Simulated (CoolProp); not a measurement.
The fluoroketone C6F12O (FK-5-1-12) along the isobar 15.7 bar: Z from the reference equation and from simpler models built on Tc = 441.8 K, pc = 18.69 bar, ω = 0.471; each cubic takes its own stable root.

Model: reference Helmholtz-energy equation of state, McLinden 2015, in CoolProp.

```csv
T (K),phase,reference
301.7,liquid,0.1237
328.2,liquid,0.1198
354.6,liquid,0.1179
381,liquid,0.1184
407.4,liquid,0.1231
433.9,gas,0.5142
460.3,gas,0.6925
486.7,gas,0.7735
```

Problem. How far does each simpler model (van der Waals, Redlich-Kwong, Peng-Robinson) lie from the reference over these 8 states: mean and median of the absolute difference, and the worst?

Solution. 
- van der Waals: mean 44.8 %, median 66.5 %, worst +68.6 % at 407.4 K and 15.7 bar
- Redlich-Kwong: mean 14.1 %, median 16.7 %, worst +26.2 % at 407.4 K and 15.7 bar
- Peng-Robinson: mean 2.3 %, median 2.5 %, worst -3.4 % at 301.7 K and 15.7 bar
